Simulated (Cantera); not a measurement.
A Cantera script and its output.

```python
import numpy as np
import cantera as ct

gas = ct.Solution("h2o2.yaml")
gas.TPX = 1073, 500, {'H2': 0.037, 'O2': 1}
reactor = ct.IdealGasConstPressureReactor(gas, energy="off", clone=False)
net = ct.ReactorNet([reactor])
net.rtol, net.atol = 1e-08, 1e-18
show = ['H2', 'O2', 'H2O2', 'O', 'H2O', 'HO2', 'H']
times = np.geomspace(6e-06, 2, 10)

steps = ct.SolutionArray(gas, extra=["t"])
rows = []
print(f"{'t/s':>10s}{'T/K':>9s}{'P/Pa':>11s}" + "".join(f"{s:>11s}" for s in show))
for t in times:
    while net.time < t:
        t_next = net.step()
        steps.append(gas.state, t=t_next)
    rows.append([np.interp(t, steps.t, y) for y in (steps.T, steps.P, *steps(*show).X.T)])
    print(f"{t:10.3e}{rows[-1][0]:9.1f}{rows[-1][1]:11.4g}" + "".join(f"{x:11.3e}" for x in rows[-1][2:]))
rate = np.gradient(steps.T, steps.t)
print("integrator steps:", len(steps.t))
if steps.T.max() > steps.T[0] + 200:
    print(f"time of steepest temperature rise: {steps.t[rate.argmax()]:.4e} s")
gas.TPX = 1073, 500, {'H2': 0.037, 'O2': 1}
gas.equilibrate("TP")
print(f"equilibrium (TP): T = {gas.T:.1f} K  " + "  ".join(f"{s} {gas[s].X[0]:.3e}" for s in show))
```

Output:

```
       t/s      T/K       P/Pa         H2         O2       H2O2          O        H2O        HO2          H
 6.000e-06   1073.0        500  3.568e-02  9.643e-01  4.660e-18  6.543e-14  4.443e-16  4.824e-12  4.759e-12
 2.465e-05   1073.0        500  3.568e-02  9.643e-01  7.782e-17  1.059e-12  2.866e-14  1.982e-11  1.879e-11
 1.013e-04   1073.0        500  3.568e-02  9.643e-01  1.308e-15  1.590e-11  1.731e-12  8.146e-11  6.721e-11
 4.160e-04   1073.0        500  3.568e-02  9.643e-01  2.204e-14  1.999e-10  8.130e-11  3.350e-10  2.153e-10
 1.709e-03   1073.0        500  3.568e-02  9.643e-01  3.729e-13  3.366e-09  3.602e-09  1.385e-09  1.600e-09
 7.021e-03   1073.0        500  3.567e-02  9.643e-01  9.475e-12  3.450e-06  4.916e-06  1.852e-08  1.458e-06
 2.884e-02   1073.0        500  5.419e-04  9.382e-01  2.580e-08  2.228e-02  3.143e-02  1.619e-06  5.818e-03
 1.185e-01   1073.0        500  3.120e-04  9.468e-01  2.389e-08  1.510e-02  3.349e-02  1.433e-06  2.994e-03
 4.868e-01   1073.0        500  9.098e-05  9.589e-01  2.497e-08  4.262e-03  3.556e-02  9.489e-07  4.506e-04
 2.000e+00   1073.0        500  8.991e-06  9.631e-01  1.753e-08  4.232e-04  3.619e-02  2.977e-07  1.409e-05
integrator steps: 1273
equilibrium (TP): T = 1073.0 K  H2 3.505e-10  O2 9.637e-01  H2O2 1.699e-11  O 1.739e-08  H2O 3.633e-02  HO2 1.389e-09  H 3.734e-12
```

Model: the H2/O2 subset of GRI-Mech 3.0, which has no nitrogen chemistry, integrated in Cantera. Radical loss at walls, strong at low pressure, is not modelled. The temperature is held fixed by assumption; the heat of reaction is taken as removed at once.
